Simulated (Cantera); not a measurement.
Charge: 1 mol AlCl3, 0.5 mol O2, 1.3 mol N2, equilibrated at 0.640 bar.

These are equilibrium values from Cantera (NASA tables, ideal gas, pure condensed phases), not measurements of a reactor. Candidate condensed phases: Al, AlCl3, AlN, Al2O3; 24 gas species. Kinetics and transport are ignored.

Over these rows the condensed part is Al2O3(s). Partial pressures as log10 of bar:

```csv
T (K),1000/T (1/K),log p O2,log p N2,log p Cl2,log p AlCl3
1073,0.9320,-8.83,-0.50,-0.61,-1.09
1173,0.8525,?,-0.50,-0.62,-1.09
1273,0.7855,-6.32,-0.50,-0.62,-1.09
1373,0.7283,-5.36,-0.50,-0.63,-1.10
1473,0.6789,-4.55,-0.51,-0.64,-1.10
1573,0.6357,-3.86,-0.52,-0.67,-1.11
```

Question: Fit log p(O2) = a + b·(1000/T) to the five rows, give the apparent enthalpy, and predict the row at 1173 K.

Answer: Means: 1000/T = 0.7521, log p = -5.784. Sxy = -0.890251, Sxx = 0.0529532, so b = -16.81 and a = -5.784 − (-16.81)×0.7521 = 6.86.
Apparent enthalpy: −19.145 × (-16.81) = 322 kJ/mol. With the condensed phases at unit activity, 2/3 Al2O3(s) + 2 Cl2(g) = O2(g) + 4/3 AlCl3(g) links this pressure to the main gases: over the six rows their terms move log p by -0.09 in all, so the slope is close to that reaction's ΔH°. The five rows lie within 0.03 of the line.
Prediction at 1173 K: 6.86 + (-16.81)×0.8525 = -7.47. The computed value is -7.46, 0.01 from the line.
